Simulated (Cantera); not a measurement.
What does this Cantera script print?

```python
import numpy as np
import cantera as ct

gas = ct.Solution("gri30.yaml")
gas.TPX = 1925, 7300, {'NO': 1, 'N2': 0.85}
inlet = ct.Reservoir(gas, clone=True)

reactor = ct.IdealGasConstPressureReactor(gas, energy="off", clone=False)
exhaust = ct.Reservoir(gas, clone=True)
tau = [0.8, 0.27, 0.094, 0.032, 0.011, 0.0038, 0.0013, 0.00045, 0.00015][0]
for a, b in ((inlet, reactor), (reactor, exhaust)):
    ct.MassFlowController(a, b, mdot=lambda t: reactor.mass / tau)
net = ct.ReactorNet([reactor])
show = ['NO', 'N2', 'O', 'NO2', 'N2O']

rows = []
print(f"{'tau/s':>10s}{'T/K':>9s}" + "".join(f"{s:>11s}" for s in show))
for tau in [0.8, 0.27, 0.094, 0.032, 0.011, 0.0038, 0.0013, 0.00045, 0.00015]:
    net.initial_time = 0.0
    net.advance(30 * tau)
    before = gas.X
    net.advance(40 * tau)
    drift = np.max(np.abs(gas.X - before) / (gas.X + 1e-9))
    rows.append([gas.T, *gas[show].X, drift])
    print(f"{tau:10.3e}{gas.T:9.1f}" + "".join(f"{x:11.3e}" for x in gas[show].X))
```

It prints:

```
     tau/s      T/K         NO         N2          O        NO2        N2O
 8.000e-01   1925.0  5.076e-01  4.758e-01  2.298e-04  8.104e-05  9.961e-05
 2.700e-01   1925.0  5.297e-01  4.647e-01  1.761e-04  5.951e-05  1.095e-04
 9.400e-02   1925.0  5.368e-01  4.612e-01  1.497e-04  4.880e-05  1.080e-04
 3.200e-02   1925.0  5.393e-01  4.600e-01  1.270e-04  4.089e-05  9.495e-05
 1.100e-02   1925.0  5.401e-01  4.596e-01  9.203e-05  2.945e-05  6.861e-05
 3.800e-03   1925.0  5.404e-01  4.595e-01  4.618e-05  1.341e-05  3.762e-05
 1.300e-03   1925.0  5.405e-01  4.595e-01  1.690e-05  3.337e-06  1.603e-05
 4.500e-04   1925.0  5.405e-01  4.595e-01  6.026e-06  5.907e-07  6.039e-06
 1.500e-04   1925.0  5.405e-01  4.595e-01  2.065e-06  7.906e-08  2.077e-06
```

Computed with Cantera and GRI-Mech 3.0 (53 species, 325 reactions).
